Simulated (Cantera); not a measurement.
Mixture: CH4 : O2 : N2 : H2O : H2 = 1 : 1.82 : 6.84 : 0.63 : 0.13 (molar parts), equivalence ratio 1.1, at 10.0 bar, adiabatic and at constant volume. Ignition delay is the time to a rise of 400 K.

Model: GRI-Mech 3.0 (53 species, 325 reactions), integrated in Cantera.

Problem. Predict: delay at 1298 K; delay at 1448 K; delay at 1598 K; delay at 1748 K; delay at 1898 K; apparent activation energy between 1823 and 1973 K.

Solution. 
* **delay at 1298 K**: 0.534 ms
* **delay at 1448 K**: 0.166 ms
* **delay at 1598 K**: 51.9 µs
* **delay at 1748 K**: 17.4 µs
* **delay at 1898 K**: 6.72 µs
* **apparent activation energy between 1823 and 1973 K**: 180 kJ/mol
